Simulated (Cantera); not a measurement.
A closed system holds: 1 mol AlCl3, a varied amount of N2, held at 698 K and 10000 Pa.

Method: chemical equilibrium by Gibbs-energy minimisation in Cantera with the NASA 1993 tables (ideal gas, pure condensed phases). Candidate condensed phases: Al, AlCl3, AlN; 11 gas species. Kinetics and transport are ignored.

### Question
At 43 mol N2, list the 3 most abundant gas species with their mole fractions, and the condensed phases.

### Answer
N2 0.979, AlCl3 0.0193, Al2Cl6 0.00172. Condensed: gas only.
